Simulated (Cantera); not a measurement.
A perfectly stirred reactor is fed with 75.5 % CH₄, 24.5 % N₂, at 850 Pa; it is held at 1800 K, and followed from long to short residence time.

Model: GRI-Mech 3.0 (53 species, 325 reactions), integrated in Cantera. GRI-Mech 3.0 stops at C3 and has no aromatics, soot or wall deposition, so with more carbon than oxygen in the feed, carbon stays in small species such as C2H2 where larger ones or solid carbon would form. Radical loss at walls, strong at low pressure, is not modelled.

x: mole fraction; the columns are a selection and need not sum to one.

| τ (s) | x CH₄ | x CH₃ | x H₂ | x H | x C₂H₂ | x C₂H | x C₂H₄ |
|---|---|---|---|---|---|---|---|
| 2.4 | 0.0343 | 0.00163 | 0.613 | 0.00146 | 0.204 | ___ | 0.000285 |
| 0.61 | 0.0794 | 0.00312 | 0.574 | 0.00114 | 0.190 | ___ | 0.00115 |
| 0.16 | 0.165 | 0.00559 | 0.498 | 0.000873 | 0.162 | ___ | 0.00431 |
| 0.040 | 0.328 | 0.00920 | 0.353 | 0.000547 | 0.107 | ___ | 0.0141 |
| 0.010 | 0.619 | 0.00978 | 0.102 | 0.000121 | 0.0194 | ___ | 0.0193 |
| 0.0027 | 0.745 | 0.00363 | 0.00500 | 8.27e-6 | 0.000184 | ___ | 0.00129 |
| 0.00069 | 0.753 | 0.000947 | 0.000525 | 3.00e-6 | 7.23e-7 | 1.32e-11 | 2.38e-5 |

### Question
Complete the blanks.

### Answer

- 2.4, x C₂H: 4.25e-6
- 0.61, x C₂H: 3.31e-6
- 0.16, x C₂H: 2.49e-6
- 0.040, x C₂H: 1.45e-6
- 0.010, x C₂H: 2.01e-7
- 0.0027, x C₂H: 2.55e-9
